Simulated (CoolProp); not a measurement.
CH3F (R41) along the isobar 448 kPa: fugacity coefficient from the reference equation and from simpler models built on Tc = 44.1 °C, pc = 5906 kPa, ω = 0.200; each cubic takes its own stable root.

Model: reference Helmholtz-energy equation of state, Lemmon 2006, in CoolProp. It is a short technical equation, of lower accuracy than the large ones.

```
T (°C)   phase  reference  van der Waals  Redlich-Kwong  Soave-Redlich-Kwong
------  ------  ---------  -------------  -------------  -------------------
-52.15  liquid     0.7285         0.9477         0.9297               0.7473
-41.05     gas     0.9120         0.9532         0.9384               0.9341
-29.95     gas     0.9262         0.9580         0.9458               0.9423
-18.85     gas     0.9371         0.9621         0.9521               0.9493
-7.75      gas     0.9459         0.9657         0.9574               0.9553
3.35       gas     0.9530         0.9688         0.9620               0.9604
14.55      gas     0.9589         0.9716         0.9660               0.9650
25.65      gas     0.9638         0.9740         0.9695               0.9688
36.75      gas     0.9679         0.9762         0.9725               0.9722
47.85      gas     0.9714         0.9782         0.9751               0.9752
58.95      gas     0.9745         0.9799         0.9775               0.9779
70.05      gas     0.9771         0.9815         0.9795               0.9802
81.15      gas     0.9794         0.9829         0.9814               0.9822
92.25      gas     0.9814         0.9841         0.9830               0.9841
```

At some of these states van der Waals, Redlich-Kwong gives the other phase, because its saturation line lies elsewhere.
